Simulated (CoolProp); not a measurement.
Sulfur hexafluoride along the isotherm 274.6 K: density (kg/m³) from the reference equation and from simpler models built on Tc = 318.7 K, pc = 3.755 MPa, ω = 0.210; each cubic takes its own stable root.

Computed with CoolProp (reference Helmholtz-energy equation of state, Guder 2009).

```
p (MPa)   phase  reference  van der Waals  Soave-Redlich-Kwong
-------  ------  ---------  -------------  -------------------
0.0297      gas      1.908          1.906                1.908
0.0501      gas      3.228          3.223                3.228
0.0845      gas      5.473          5.458                5.473
0.143       gas      9.345          9.300                9.344
0.241       gas      15.99          15.86                15.99
0.406       gas      27.69          27.28                27.68
0.686       gas      49.29          47.88                49.21
1.16        gas      93.30          87.41                92.62
1.95     liquid       1558          178.6                 1427
3.3      liquid       1578           1028                 1461
5.56     liquid       1606           1083                 1509
9.39     liquid       1644           1143                 1572
```

At some of these states van der Waals gives the other phase, because its saturation line lies elsewhere.
